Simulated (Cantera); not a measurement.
Cantera run:

```python
import numpy as np
import cantera as ct

gas_names = """
    CL CL2 H HCL H2 N NH NH2 NH3 N2 N2H2 N2H4 Si SiCL SiCL2 SiCL3 SiCL4 SiH SiHCL3 SiH2 SiH2CL2 SiH3
    SiH3CL SiH4 SiN Si2 Si2N Si3
""".split()
cond_names = """
    NH4CL(a) NH4CL(b) Si(cr) Si(L) Si3N4(a)
""".split()


# ... load() reads the species with a 1 bar reference pressure and builds the phases ...
atoms = {
    'Si': {'Si': 1},
    'HCl': {'H': 1, 'CL': 1},
    'N2': {'N': 2},
}
top_T = {'Si3N4(a)': 2400}  # K; cautious upper limits of use, not melting points


# ... equilibrate(T, P, feed) seeds the gas with the atoms and calls Mixture.equilibrate('TP', solver="vcs", rtol=1e-11, max_steps=5000) ...
results = []
T = 1223  # K
P = 71  # Pa
for m in [9.2, 11, 13, 15, 18, 21, 24, 29, 34, 40, 47]:
    feed = {'Si': 1, 'HCl': 1.1, 'N2': m}  # mol
    mix = equilibrate(T, P, feed)
    results.append((T, P, feed, dict(zip(mix.species_names, mix.species_moles))))

top = {s: max(r[3][s] / sum(r[3][g] for g in gas_names) for r in results) for s in gas_names}
cols = sorted((s for s in top if top[s] > 0.001), key=lambda s: -top[s])[:5]
seen = [c for c in cond_names if any(r[3].get(c, 0) > 1e-12 for r in results)]
print("log10 of partial pressures in bar; condensed amounts in mol")
print(f"{'n(N2)':>10s}" + "".join(f"{s[:9]:>10s}" for s in cols + seen))
for T, P, feed, n in results:
    ng = sum(n[g] for g in gas_names)
    print(f"{feed['N2']:10.4g}" + "".join(f"{np.log10(max(n[s] / ng * P / 1e5, 1e-99)):10.3f}" for s in cols)
          + "".join(f"{n.get(c, 0):10.4g}" for c in seen))
```

It prints:

```
log10 of partial pressures in bar; condensed amounts in mol
     n(N2)        N2       HCL        H2     SiCL4     SiCL2  Si3N4(a)
       9.2    -3.199    -4.209    -5.017    -5.501    -5.709    0.3062
        11    -3.191    -4.279    -5.108    -5.604    -5.764    0.3067
        13    -3.184    -4.344    -5.192    -5.703    -5.815    0.3072
        15    -3.180    -4.401    -5.264    -5.789    -5.860    0.3076
        18    -3.174    -4.474    -5.357    -5.899    -5.917    0.3081
        21    -3.171    -4.537    -5.435    -5.994    -5.966    0.3085
        24    -3.168    -4.591    -5.503    -6.077    -6.008    0.3087
        29    -3.165    -4.668    -5.599    -6.197    -6.069    0.3091
        34    -3.162    -4.733    -5.679    -6.299    -6.121    0.3094
        40    -3.160    -4.800    -5.761    -6.404    -6.174    0.3096
        47    -3.159    -4.867    -5.842    -6.511    -6.228    0.3099
```

Equilibrium computed with Cantera from the NASA thermochemical tables; the gas is ideal and each condensed phase is pure. N2 is the only nitrogen source here; it is nearly inert below about 1500 K, so the nitride shown seldom forms there in practice. The tables' values for SiCl3 are old estimates; treat these amounts as uncertain.
